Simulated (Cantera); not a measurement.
A Cantera script and what it prints.

```python
import numpy as np
import cantera as ct

gas_names = """
    C CN CO CO2 C2 CCN CNC C2N2 C2O C3 C3O2 C4 C4N2 C5 Fe FeC5O5 FeO N NCO NO NO2 NO3 N2 N2O O O2 O3
""".split()
cond_names = """
    C(gr) Fe(a) Fe(c) Fe(d) Fe(L) FeC5O5(L) FeO(s) FeO(L) Fe2O3(s) Fe3O4(s)
""".split()


# ... load() reads the species with a 1 bar reference pressure and builds the phases ...
atoms = {
    'Fe(CO)5': {'Fe': 1, 'C': 5, 'O': 5},
    'O2': {'O': 2},
    'N2': {'N': 2},
}
top_T = {'C(gr)': 4500, 'Fe2O3(s)': 1830, 'Fe3O4(s)': 1870}  # K; cautious upper limits of use, not melting points


# ... equilibrate(T, P, feed) seeds the gas with the atoms and calls Mixture.equilibrate('TP', solver="vcs", rtol=1e-11, max_steps=5000) ...
results = []
feed = {'Fe(CO)5': 1, 'O2': 0.27, 'N2': 74}  # mol
P = 28  # Pa
for T in [700, 850, 1000, 1150, 1300, 1450, 1600]:
    mix = equilibrate(T, P, feed)
    results.append((T, P, feed, dict(zip(mix.species_names, mix.species_moles))))
    x = sorted(zip(gas.X, gas.species_names), reverse=True)
    print(f"T = {T:g} K  P = {P:g} Pa  gas = {mix.phase_moles(0):.4g} mol")
    print("   x: " + "  ".join(f"{s} {v:.3e}" for v, s in x if v > 0.0001))
    print("   condensed (mol): " + ("  ".join(f"{mix.phase(i).name} {mix.phase_moles(i):.4g}"
          for i in range(1, mix.n_phases) if mix.phase_moles(i) > 1e-12) or "none"))
```

Result:

```
T = 700 K  P = 28 Pa  gas = 79 mol
   x: N2 9.367e-01  CO 5.646e-02  CO2 6.835e-03
   condensed (mol): Fe(a) 1
T = 850 K  P = 28 Pa  gas = 79 mol
   x: N2 9.367e-01  CO 5.646e-02  CO2 6.835e-03
   condensed (mol): Fe(a) 1
T = 1000 K  P = 28 Pa  gas = 79 mol
   x: N2 9.367e-01  CO 5.646e-02  CO2 6.835e-03
   condensed (mol): Fe(a) 1
T = 1150 K  P = 28 Pa  gas = 79 mol
   x: N2 9.367e-01  CO 5.646e-02  CO2 6.835e-03
   condensed (mol): Fe(a) 1
T = 1300 K  P = 28 Pa  gas = 79 mol
   x: N2 9.367e-01  CO 5.646e-02  CO2 6.835e-03
   condensed (mol): Fe(c) 0.9997
T = 1450 K  P = 28 Pa  gas = 79.01 mol
   x: N2 9.365e-01  CO 5.645e-02  CO2 6.834e-03  Fe 1.782e-04
   condensed (mol): Fe(c) 0.9859
T = 1600 K  P = 28 Pa  gas = 79.31 mol
   x: N2 9.330e-01  CO 5.624e-02  CO2 6.799e-03  Fe 3.916e-03
   condensed (mol): Fe(c) 0.6887
```

These are equilibrium values from Cantera (NASA tables, ideal gas, pure condensed phases), not measurements of a reactor.
